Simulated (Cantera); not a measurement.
Input: 1 mol Si₂H₆, 3 mol CO₂, a varied amount of N₂, at 1500 K and 0.510 bar.

These are equilibrium values from Cantera (NASA tables, ideal gas, pure condensed phases), not measurements of a reactor. Candidate condensed phases: C, C₆H₆, C₇H₈, C₈H₁₈, H₂O, Si, SiC, SiO₂, Si₂N₂O, Si₃N₄; 151 gas species. The feed counts by its element totals alone. Mutual solubility and eutectic melting of coexisting phases are not modelled. The tables hold silica as quartz up to 1696 K and as liquid above; real silica turns to tridymite and cristobalite and melts near 1996 K. Rates play no part.

x: gas mole fraction; n: condensed amount in mol.

| n(N₂) (mol) | x N₂ | x CO | x H₂ | x HCN | x H₂O | x CH₄ | x CO₂ | n SiO₂(β-quartz) | n Si₂N₂O(s) |
|---|---|---|---|---|---|---|---|---|---|
| 2.8 | 0.291 | 0.354 | 0.354 | 0.000258 | 0.000144 | ? | 5.58e-5 | 1.33 | 0.333 |
| 7.9 | 0.558 | 0.221 | 0.221 | 0.000142 | 0.000112 | ? | 4.33e-5 | 1.33 | 0.333 |
| 13 | 0.679 | 0.161 | 0.161 | 9.08e-5 | 8.69e-5 | ? | 3.36e-5 | 1.33 | 0.333 |
| 18 | 0.746 | 0.127 | 0.127 | 6.46e-5 | 7.07e-5 | ? | 2.73e-5 | 1.33 | 0.334 |
| 23 | 0.791 | 0.105 | 0.105 | 4.89e-5 | 5.95e-5 | ? | 2.30e-5 | 1.33 | 0.334 |
| 28 | 0.822 | 0.0891 | 0.0890 | 3.87e-5 | 5.13e-5 | ? | 1.98e-5 | 1.33 | 0.334 |
| 33 | 0.845 | 0.0775 | 0.0775 | 3.16e-5 | 4.51e-5 | ? | 1.74e-5 | 1.33 | 0.334 |
| 38 | 0.863 | 0.0687 | 0.0686 | 2.64e-5 | 4.02e-5 | ? | 1.55e-5 | 1.33 | 0.334 |
| 43 | 0.877 | 0.0616 | 0.0616 | 2.25e-5 | 3.63e-5 | ? | 1.40e-5 | 1.33 | 0.334 |
| 49 | 0.890 | 0.0548 | 0.0548 | 1.89e-5 | 3.25e-5 | ? | 1.26e-5 | 1.33 | 0.334 |
| 54 | 0.899 | 0.0503 | 0.0502 | 1.66e-5 | 2.99e-5 | ? | 1.15e-5 | 1.33 | 0.334 |
| 59 | 0.907 | 0.0464 | 0.0464 | 1.48e-5 | 2.76e-5 | ? | 1.07e-5 | 1.33 | 0.334 |
| 64 | 0.914 | 0.0430 | 0.0430 | 1.32e-5 | 2.57e-5 | ? | 9.94e-6 | 1.33 | 0.334 |

**Question.** Fill in the missing entries.

**Answer.** 
- 2.8, x CH₄: 0.000125
- 7.9, x CH₄: 2.44e-5
- 13, x CH₄: 8.79e-6
- 18, x CH₄: 4.18e-6
- 23, x CH₄: 2.31e-6
- 28, x CH₄: 1.41e-6
- 33, x CH₄: 9.19e-7
- 38, x CH₄: 6.34e-7
- 43, x CH₄: 4.55e-7
- 49, x CH₄: 3.20e-7
- 54, x CH₄: 2.45e-7
- 59, x CH₄: 1.92e-7
- 64, x CH₄: 1.53e-7
